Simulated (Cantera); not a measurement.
# Silicon carbide growth: SiH4 + HCl + H2 + C3H8

Feed: 1 mol SiH4, 0.82 mol HCl, 15 mol H2, 0.16 mol C3H8, equilibrated at 10.0 mbar.

Method: chemical equilibrium by Gibbs-energy minimisation in Cantera with the NASA 1993 tables (ideal gas, pure condensed phases). Candidate condensed phases: C, C6H6, C7H8, C8H18, Si, SiC; 109 gas species. Mutual solubility and eutectic melting of coexisting phases are not modelled. The tables' values for SiCl, SiCl3 are old estimates; treat these amounts as uncertain. Gases not in the tables: Si2H6 and higher silanes. The numbers say what is thermodynamically allowed, not how fast it happens.

```tsv
T (K)	log p H2	log p H	log p HCl	log p Si	log p Cl	log p SiCl4	n Si(s)	n SiC(s)	n Si(l)
973	-2.01	-9.97	-3.84	<-14	-11.83	-4.25	0.367	0.480	0
1173	-2.02	-7.94	-3.46	-12.31	-9.44	-5.30	0.445	0.480	0
1373	-2.02	-6.49	-3.44	-9.41	-7.99	-7.03	0.445	0.480	0
1573	-2.02	-5.40	-3.45	-7.26	-6.93	-8.41	0.437	0.480	0
1773	-2.02	-4.56	-3.45	-5.67	-6.10	-9.51	0	0.480	0.435
1973	-2.03	-3.88	-3.44	-4.50	-5.42	-10.43	0	0.478	0.381
2173	-2.05	-3.34	-3.45	-3.68	-4.88	-11.33	0	0.456	0
2373	-2.10	-2.91	-3.47	-3.48	-4.42	-12.55	0	0.0288	0
2573	-2.19	-2.56	-3.56	-3.44	-4.08	-13.93	0	0	0
```
log p: log10 of the partial pressure in bar; n: condensed amount in mol.

From 973 K to 1573 K the condensed part is Si(s) + SiC(s). From 1773 K to 1973 K the condensed part is Si(l) + SiC(s). From 2173 K to 2373 K the condensed part is SiC(s). At 2573 K nothing is condensed. The main Si-bearing gas is SiCl4 at 973 K and Si at 2573 K.
